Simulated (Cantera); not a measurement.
Input: 1 mol n-butane, 0.26 mol NH₃, 0.69 mol H₂, equilibrated at 1625 K and 3000 Pa.

These are equilibrium values from Cantera (NASA tables, ideal gas, pure condensed phases), not measurements of a reactor. Candidate condensed phases: C, C₆H₆, C₇H₈, C₈H₁₈; 92 gas species. Equilibrium is a limit: real reactors are often held back by kinetics, nucleation or transport.

Base state: H₂ 0.978, N₂ 0.0208, H 0.000403, HCN 0.000340, CH₄ 4.22e-5, C₂H₂ (acetylene) 3.48e-5 (mole fractions); condensed: C(graphite).

Question: What changes in the equilibrium state with this change: pressure from 3000 Pa to 890000 Pa?

Answer: 
| species | before | after |
|---|---|---|
| H₂ | 0.978 | 0.966 |
| N₂ | 0.0208 | 0.0210 |
| CH₄ | 4.22e-5 | 0.0122 |
| H | 0.000403 | 2.32e-5 |
| NH₃ | 1.83e-7 | 5.36e-5 |
| C₂H₄ | 9.17e-8 | 2.65e-5 |
| C₂H₂ (acetylene) | 3.48e-5 | 3.44e-5 |
| HCN | 0.000340 | 0.000339 |
| C(graphite), mol | 4.00 | 3.92 |
